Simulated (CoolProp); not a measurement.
Vapour-liquid equilibrium of n-octane (1) + m-xylene (2) at 130.05 °C; x and y are mole fractions of (1).

Computed with CoolProp (multi-fluid Helmholtz-energy mixture model, Beckmüller 2019 and Zhou 2012; pair parameters Bell 2016).

### Question
Give the bubble pressure and the first vapour's composition at x = 0.125, 0.425, 0.725. Is there an azeotrope?

### Answer
x = 0.125: 0.8458 bar, y = 0.179; x = 0.425: 0.9625 bar, y = 0.515; x = 0.725: 1.062 bar, y = 0.782. No azeotrope shows between x = 0.05 and 0.95.

Pair parameters are fitted to limited data, so mixtures are less certain than the pure fluids.
